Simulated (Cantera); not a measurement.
Input: 1 mol SiCl4, 0.15 mol Cl2, 9.6 mol N2, held at 950 K and 21.0 Torr.

Method: chemical equilibrium by Gibbs-energy minimisation in Cantera with the NASA 1993 tables (ideal gas, pure condensed phases). Candidate condensed phases: Si, Si3N4; 13 gas species. Rates play no part.

Question: What is the equilibrium state?

Answer: 
```json
{
  "x(N2)": "0.893",
  "x(SiCl4)": "0.0930",
  "x(Cl2)": "0.0139",
  "x(Cl)": "0.000125",
  "gas_amount": "10.75 mol",
  "log10 activity of Si(s) (absent)": "-25.30"
}
```
